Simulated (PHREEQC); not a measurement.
Model water analysis in mg/L, 25 °C, pH 6.62, pe 1.6: Na 11.7; K 21.8; Ca 87.1; Mg 7.15; Cl 50.1; S(6) as SO4 101; Alkalinity as HCO3 168; Zn 0.208.

Valence states are taken as typed.

Model: ion-association model, wateq4f.dat, run in PHREEQC.

This is a speciation only: nothing precipitates in the calculation.

Problem. Order these Mg species by the share of Mg that they hold, largest first: Mg+2, MgSO4, MgHCO3+.

Solution. Mg+2 (90 %), MgSO4 (8.5 %), MgHCO3+ (2.0 %)

Problem. Order these Zn species by the share of Zn that they hold, largest first: ZnSO4, ZnCO3, ZnOH+, ZnHCO3+, Zn+2.

Solution. Zn+2 (71 %), ZnHCO3+ (17 %), ZnSO4 (6.8 %), ZnCO3 (4.7 %), ZnOH+ (0.25 %)

The pH is 6.62 and the ionic strength 0.00881 mol/kgw. The database's zinc carbonate complexes are estimates, stronger than later reviews accept.
